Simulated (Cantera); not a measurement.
Charge: 1 mol SiH₂Cl₂, 21 mol N₂.

These are equilibrium values from Cantera (NASA tables, ideal gas, pure condensed phases), not measurements of a reactor. Candidate condensed phases: NH₄Cl, Si, Si₃N₄; 28 gas species. N₂ is the only nitrogen source here; it is nearly inert below about 1500 K, so the nitride shown seldom forms there in practice. The tables' values for SiCl₃ are old estimates. The numbers say what is thermodynamically allowed, not how fast it happens.

Stable condensed phases, one row left out:

```
T in °C \ P in Pa
              5     15     45    140    410   1200   3700  11000  33000 100000
   1400       A      A      A      B      B      B      B      B      B      B
   1350       A      A      A      B      B      B      B      B      B      B
   1250       A      B      B      B      B      B      B      B      B      B
   1200       B      B      B      B      B      B      B      B      B      B
   1150       B      B      B      B      B      B      B      B      B      B
   1100       B      B      B      B      B      B      B      B      B      B
   1050       B      B      B      B      B      B      B      B      B      B
   1000       B      B      B      B      B      B      B      B      B      B
    950       B      B      B      B      B      B      B      B      B      B
    900       B      B      B      B      B      B      B      B      B      B
    850       B      B      B      B      B      B      B      B      B      B
    800       B      B      B      B      B      B      B      B      B      B
```

A: Si; B: Si₃N₄.

Q: Give the row for 1300 °C.

A: 5: Si; 15: Si; 45: Si₃N₄; 140: Si₃N₄; 410: Si₃N₄; 1200: Si₃N₄; 3700: Si₃N₄; 11000: Si₃N₄; 33000: Si₃N₄; 100000: Si₃N₄.
